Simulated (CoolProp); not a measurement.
Vapour-liquid equilibrium of R134a (1) + cyclopropane (2) at 338.8 K; x and y are mole fractions of (1).

The numbers come from the multi-fluid Helmholtz-energy mixture model, Tillner-Roth 1994 and Polt 1992; pair parameters Bell 2016 in CoolProp. This equation is an older, rougher fit; its heat capacities, sound speeds and derivatives of the liquid may be far off and weren't checked against measurements.

Q: Give the bubble pressure and the first vapour's composition at x = 0.05, 0.35, 0.65. Is there an azeotrope?

A: x = 0.05: 2.042 MPa, y = 0.096; x = 0.35: 2.444 MPa, y = 0.394; x = 0.65: 2.426 MPa, y = 0.602. y crosses x between x = 0.45 and 0.55: the model has an azeotrope there.

The pair parameters rest on a limited set of measurements; away from them the model extrapolates.
